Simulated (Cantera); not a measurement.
A perfectly stirred reactor is fed with H₂ : O₂ : N₂ = 1 : 0.357 : 1.43 (molar parts), at 1.01 bar; it is adiabatic with a 500 K inlet, and is followed from long to short residence time, starting on the burning branch (τ in s: 0.064, 0.033, 0.017, 0.0091, 0.0047, 0.0025, 0.0013, 0.00067, 0.00035, 0.00018, 9.4e-05).

Detailed kinetics in Cantera: the H2/O2 subset of GRI-Mech 3.0, which has no nitrogen chemistry.

**Question.** Predict: blow-out, bracketed by the residence times tried; x(H₂) at τ = 64.0 ms; x(O₂) at τ = 64.0 ms; x(HO₂) at τ = 64.0 ms; x(H₂O₂) at τ = 64.0 ms; x(O) at τ = 64.0 ms; x(H₂) at τ = 2.50 ms; x(O₂) at τ = 2.50 ms; x(HO₂) at τ = 2.50 ms; x(H₂O₂) at τ = 2.50 ms; x(O) at τ = 2.50 ms.

**Answer.** 
| Item | Value |
|---|---|
| blow-out, bracketed by the residence times tried | burning at 94.0 µs, the shortest tried |
| x(H₂) at τ = 64.0 ms | 0.116 |
| x(O₂) at τ = 64.0 ms | 0.000119 |
| x(HO₂) at τ = 64.0 ms | 7.37e-8 |
| x(H₂O₂) at τ = 64.0 ms | 1.91e-8 |
| x(O) at τ = 64.0 ms | 9.69e-5 |
| x(H₂) at τ = 2.50 ms | 0.113 |
| x(O₂) at τ = 2.50 ms | 0.000997 |
| x(HO₂) at τ = 2.50 ms | 6.57e-7 |
| x(H₂O₂) at τ = 2.50 ms | 8.93e-8 |
| x(O) at τ = 2.50 ms | 0.000790 |
